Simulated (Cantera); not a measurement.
Source: NASA polynomial tables (part measured, part estimated), evaluated in Cantera. Values are per mole of reaction as written; species without (g) are pure solids or liquids, kept so even where they would boil at 1 bar.

Between 598 and 848 K, where is each reaction favourable under standard conditions?
- 2 NO(g) + V ⇌ VO2(g) + 2 N(g)


- 2 NO(g) + V ⇌ VO2(g) + 2 N(g): ΔG° is 457 kJ at 598 K and 426 kJ at 848 K; it stays positive (K < 1). ΔH° is 532 kJ and ΔS° 125 J/K at 848 K.
